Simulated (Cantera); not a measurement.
Feed: 1 mol CaCO3, 6.6 mol H2O, equilibrated at 752 °C and 1000 Pa.

These are equilibrium values from Cantera (NASA tables, ideal gas, pure condensed phases), not measurements of a reactor. Candidate condensed phases: C, C6H6, C7H8, C8H18, Ca, CaCO3, CaO, Ca(OH)2, H2O; 115 gas species. Kinetics and transport are ignored.

Q: What is the equilibrium state?

A: 
```
Property                                    Value
--------------------------------------  ---------
x(H2O)                                      0.868
x(CO2)                                      0.132
x(H2)                                     1.65e-6
n(CaO(s))                                1.00 mol
gas amount                              7.600 mol
log10 activity of C(graphite) (absent)     -15.01
log10 activity of Ca(s) (absent)           -22.85
```
